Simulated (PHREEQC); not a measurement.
1 kg of water holding 3.2 mmol/kgw NaCl and 6.1 mmol/kgw Na2CO3 is evaporated at 50 °C; the solids stay in contact with the brine. CO2 from the air is kept out. The run lets Halite, Nahcolite, Natron, Trona precipitate or redissolve, and no other solid.

The numbers come from PHREEQC with the Pitzer model, pitzer.dat.

| water left (kg) | ionic strength | water activity | C in solution (mol/kgw) | Cl in solution (mol/kgw) |
|---|---|---|---|---|
| 1 | 0.0199 | 1.000 | 0.00610 | 0.00320 |
| 0.8219 | 0.0244 | 0.999 | 0.00742 | 0.00389 |
| 0.6755 | 0.0299 | 0.999 | 0.00903 | 0.00474 |
| 0.5552 | 0.0366 | 0.999 | 0.0110 | 0.00576 |
| 0.4563 | 0.0447 | 0.999 | 0.0134 | 0.00701 |
| 0.3083 | 0.0669 | 0.999 | 0.0198 | 0.0104 |
| 0.2534 | 0.0817 | 0.998 | 0.0241 | 0.0126 |
| 0.2082 | 0.0998 | 0.998 | 0.0293 | 0.0154 |
| 0.1712 | 0.122 | 0.998 | 0.0356 | 0.0187 |
| 0.1407 | 0.149 | 0.997 | 0.0434 | 0.0227 |
| 0.1156 | 0.182 | 0.997 | 0.0528 | 0.0277 |
| 0.09504 | 0.221 | 0.996 | 0.0642 | 0.0337 |
| 0.0642 | 0.329 | 0.994 | 0.0950 | 0.0498 |
| 0.05278 | 0.401 | 0.993 | 0.116 | 0.0606 |
| 0.04337 | 0.489 | 0.992 | 0.141 | 0.0738 |
| 0.03566 | 0.596 | 0.990 | 0.171 | 0.0897 |
| 0.02932 | 0.725 | 0.988 | 0.208 | 0.109 |
| 0.0241 | 0.884 | 0.985 | 0.253 | 0.133 |
| 0.01981 | 1.08 | 0.982 | 0.308 | 0.162 |
| 0.0163 | 1.31 | 0.979 | 0.374 | 0.196 |
| 0.0134 | 1.59 | 0.974 | 0.455 | 0.239 |
| 0.009057 | 2.36 | 0.962 | 0.673 | 0.353 |
| 0.007454 | 2.87 | 0.954 | 0.818 | 0.429 |
| 0.006121 | 3.50 | 0.943 | 0.997 | 0.523 |
| 0.00504 | 4.25 | 0.930 | 1.21 | 0.635 |

Species that the database lacks are ignored. Away from 25 °C the constants follow the database's enthalpies or fits; those with neither stay at their 25 °C values.
